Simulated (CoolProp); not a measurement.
n-decane along the isobar 2.76 MPa: density (kg/m³) from the reference equation and from simpler models built on Tc = 617.7 K, pc = 2.101 MPa, ω = 0.488; each cubic takes its own stable root.

The numbers come from the reference Helmholtz-energy equation of state, Lemmon 2006 in CoolProp. It is a short technical equation, of lower accuracy than the large ones.

```tsv
T (K)	phase	reference	van der Waals	Soave-Redlich-Kwong	Peng-Robinson
332.6	liquid	702.3	381.1	584.5	656.6
339.6	liquid	696.9	378.8	581.2	653.0
346.7	liquid	691.5	376.6	577.7	649.3
353.7	liquid	686.0	374.3	574.2	645.6
360.8	liquid	680.5	371.9	570.6	641.7
367.8	liquid	675.1	369.6	566.9	637.7
374.8	liquid	669.6	367.2	563.1	633.7
381.9	liquid	664.0	364.8	559.1	629.4
388.9	liquid	658.4	362.4	555.1	625.1
396	liquid	652.7	359.9	550.9	620.5
403	liquid	647.1	357.3	546.7	615.9
410.1	liquid	641.3	354.8	542.2	611.1
```
